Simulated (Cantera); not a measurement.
# Carbon deposition, reforming and gasification: C + O2 + N2

Input: 1 mol C, 0.038 mol O2, 20 mol N2, at 2948 K and 83.0 Pa.

Cantera equilibrium calculation (NASA polynomials, part measured and part estimated; ideal gas, pure solids and liquids). Candidate condensed phases: C; 24 gas species. Kinetics and transport are ignored.

```
Quantity                                    Value
--------------------------------------  ---------
x(N2)                                       0.960
x(CN)                                      0.0212
x(C)                                      0.00955
x(C3)                                     0.00370
x(CO)                                     0.00369
x(C2)                                     0.00144
x(N)                                     0.000337
x(C2N2)                                   4.87e-5
x(CNC)                                    1.12e-5
gas amount                              20.60 mol
log10 activity of C(graphite) (absent)      -0.59
```
